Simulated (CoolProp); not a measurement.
Methanol along the isobar 943 kPa: density (kg/m³) from the reference equation and from simpler models built on Tc = 513.4 K, pc = 8216 kPa, ω = 0.565; each cubic takes its own stable root.

The numbers come from the reference Helmholtz-energy equation of state, de Reuck 1993 in CoolProp.

```json
[
 {"T (K)": "453.2", "phase": "gas", "reference": "8.632", "ideal gas": "8.019", "Soave-Redlich-Kwong": "8.579"},
 {"T (K)": "460.1", "phase": "gas", "reference": "8.451", "ideal gas": "7.899", "Soave-Redlich-Kwong": "8.418"},
 {"T (K)": "467", "phase": "gas", "reference": "8.281", "ideal gas": "7.782", "Soave-Redlich-Kwong": "8.263"},
 {"T (K)": "474", "phase": "gas", "reference": "?", "ideal gas": "7.667", "Soave-Redlich-Kwong": "8.113"},
 {"T (K)": "480.9", "phase": "gas", "reference": "7.969", "ideal gas": "7.557", "Soave-Redlich-Kwong": "7.972"},
 {"T (K)": "487.8", "phase": "gas", "reference": "7.827", "ideal gas": "7.450", "Soave-Redlich-Kwong": "7.836"},
 {"T (K)": "494.7", "phase": "gas", "reference": "7.692", "ideal gas": "7.346", "Soave-Redlich-Kwong": "7.705"},
 {"T (K)": "501.6", "phase": "gas", "reference": "7.563", "ideal gas": "7.245", "Soave-Redlich-Kwong": "7.579"},
 {"T (K)": "508.6", "phase": "gas", "reference": "7.439", "ideal gas": "?", "Soave-Redlich-Kwong": "7.456"},
 {"T (K)": "515.5", "phase": "gas", "reference": "7.321", "ideal gas": "7.050", "Soave-Redlich-Kwong": "?"},
 {"T (K)": "522.4", "phase": "gas", "reference": "7.208", "ideal gas": "6.957", "Soave-Redlich-Kwong": "7.227"},
 {"T (K)": "529.3", "phase": "gas", "reference": "7.100", "ideal gas": "?", "Soave-Redlich-Kwong": "7.118"},
 {"T (K)": "536.2", "phase": "gas", "reference": "6.996", "ideal gas": "6.778", "Soave-Redlich-Kwong": "7.013"},
 {"T (K)": "543.2", "phase": "gas", "reference": "6.894", "ideal gas": "6.690", "Soave-Redlich-Kwong": "?"},
 {"T (K)": "550.1", "phase": "gas", "reference": "6.798", "ideal gas": "?", "Soave-Redlich-Kwong": "6.811"}
]
```

Q: Fill in the missing entries.

A: 
- 474, reference: 8.119
- 508.6, ideal gas: 7.145
- 515.5, Soave-Redlich-Kwong: 7.339
- 529.3, ideal gas: 6.866
- 543.2, Soave-Redlich-Kwong: 6.909
- 550.1, ideal gas: 6.606
